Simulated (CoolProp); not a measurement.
Aqueous ethanol as a coolant, at 6 °C, 1 atm.

Values from CoolProp's Melinder's fits for secondary coolants.

| mass % | freezing point (°C) | conductivity (W/(m K)) | density (kg/m³) | cp (kJ/(kg K)) | viscosity (mPa s) |
|---|---|---|---|---|---|
| 3.8 | -1.5 | 0.549 | 992.9 | 4.283 | 1.80 |
| 9.4 | -4.1 | 0.514 | 985.3 | 4.366 | 2.45 |
| 15.1 | -7.5 | 0.481 | 979.1 | 4.389 | 3.21 |
| 20.7 | -11.7 | 0.450 | … | 4.350 | 3.96 |
| 26.4 | -16.7 | 0.420 | 966.8 | 4.258 | 4.60 |
| 32 | -22.1 | 0.392 | … | 4.135 | 5.03 |
| 37.7 | -27.4 | 0.365 | 949.5 | 3.996 | 5.23 |
| 43.3 | -32.4 | … | 938.9 | 3.858 | 5.21 |
| 49 | -36.9 | 0.318 | 926.9 | 3.722 | 5.04 |
| 54.6 | -40.9 | … | 914.5 | 3.580 | 4.76 |

Some entries are withheld; supply them.


- 20.7, density (kg/m³): 973.4
- 32, density (kg/m³): 959.0
- 43.3, conductivity (W/(m K)): 0.341
- 54.6, conductivity (W/(m K)): 0.296
